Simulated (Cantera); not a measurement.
# Hydrocarbon pyrolysis for carbon deposition

An isothermal, constant-pressure homogeneous reactor starts with 2.86 % CH4, 97.1 % N2, at 1925 K and 0.218 Torr.

Computed with Cantera and GRI-Mech 3.0 (53 species, 325 reactions). GRI-Mech 3.0 stops at C3 and has no aromatics, soot or wall deposition, so with more carbon than oxygen in the feed, carbon stays in small species such as C2H2 where larger ones or solid carbon would form. Radical loss at walls, strong at low pressure, is not modelled.

| t (s) | x CH4 | x C2H2 | x C2H | x H | x HCN | x CH3 |
|---|---|---|---|---|---|---|
| 0.000200 | 0.0286 | <1e-12 | <1e-12 | 3.55e-7 | <1e-12 | 3.85e-7 |
| 0.000469 | 0.0286 | <1e-12 | <1e-12 | 7.87e-7 | <1e-12 | 9.47e-7 |
| 0.00110 | 0.0286 | <1e-12 | <1e-12 | 1.63e-6 | <1e-12 | 2.43e-6 |
| 0.00257 | 0.0286 | <1e-12 | <1e-12 | 2.91e-6 | <1e-12 | 6.61e-6 |
| 0.00602 | 0.0286 | 3.11e-12 | <1e-12 | 4.05e-6 | <1e-12 | 1.82e-5 |
| 0.0141 | 0.0285 | 1.65e-10 | <1e-12 | 4.40e-6 | 2.66e-12 | 4.77e-5 |
| 0.0331 | 0.0285 | 6.97e-9 | <1e-12 | 4.49e-6 | 2.05e-11 | 0.000117 |
| 0.0775 | 0.0283 | 2.40e-7 | 1.30e-11 | 5.02e-6 | 1.92e-10 | 0.000279 |
| 0.181 | 0.0278 | 7.23e-6 | 9.45e-10 | 8.14e-6 | 2.25e-9 | 0.000648 |
| 0.425 | 0.0261 | 0.000189 | 3.40e-8 | 2.62e-5 | 4.22e-8 | 0.00139 |
| 0.996 | 0.0183 | 0.00291 | 3.90e-7 | 0.000112 | 1.09e-6 | 0.00193 |
| 2.33 | 0.00728 | 0.00954 | 1.13e-6 | 0.000246 | 8.83e-6 | 0.00104 |
| 5.47 | 0.00203 | 0.0127 | 1.80e-6 | 0.000379 | 2.73e-5 | 0.000385 |
| 12.8 | 0.000405 | 0.0136 | 2.72e-6 | 0.000568 | 6.07e-5 | 0.000111 |
| 30.0 | 6.37e-5 | 0.0138 | 3.82e-6 | 0.000795 | 0.000107 | 2.45e-5 |
x: mole fraction; the columns are a selection and need not sum to one.

Equilibrium at this temperature and pressure: CH4 1.86e-9, C2H2 0.00149, C2H 6.33e-6, H 0.0107, HCN 0.0245, CH3 1.10e-8 (gas phase only).
